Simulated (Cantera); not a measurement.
An isothermal, constant-pressure homogeneous reactor starts with H₂ : O₂ : N₂ = 0.14 : 1 : 1 (molar parts), at 998 K and 9.75 Torr.

Cantera simulation using GRI-Mech 3.0 (53 species, 325 reactions); the numbers are that mechanism's predictions, not measurements. Radical loss at walls, strong at low pressure, is not modelled. The temperature is held fixed by assumption; the heat of reaction is taken as removed at once.

One state of this run: x H₂ = 0.000434; x O₂ = 0.447; x H = 0.00130; x HO₂ = 3.75e-6; x NO = 3.45e-7; x N₂O = 3.18e-9. x: mole fraction; the columns are a selection and need not sum to one.

### Question
Which value of t (s) does it belong to?
A. 0.209
B. 0.0145
C. 3.00
D. 0.0550

### Answer
D, 0.0550
